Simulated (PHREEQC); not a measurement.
NaOH is added in steps, without added water, to 1 kg of water holding 0.12 mol/kgw SrCl2, 0.1 mol/kgw Na2CO3 and 0.00028 mol/kgw NaCl, at 25 °C. Oxygen is held at 0.21 atm. No CO2 enters from the air. Solids allowed: Strontianite, Halite. Others were left out.

Base run: PHREEQC, ion-association model, phreeqc.dat. Each further column changes one thing. The table gives pH.

| NaOH added (mol) | base | Debye-Hückel limiting law | Davies equation for every ion | all activity coefficients set to 1 |
|---|---|---|---|---|
| 0 | 8.65 | 8.91 | 8.67 | 8.44 |
| 8.333e-05 | 9.75 | 9.67 | 9.78 | 9.88 |
| 0.0001667 | 10.04 | 9.96 | 10.08 | 10.18 |
| 0.00025 | 10.22 | 10.13 | 10.25 | 10.35 |
| 0.0003333 | 10.34 | 10.26 | 10.38 | 10.48 |
| 0.0004167 | 10.44 | 10.35 | 10.47 | 10.58 |
| 0.0005 | 10.52 | 10.43 | 10.55 | 10.66 |
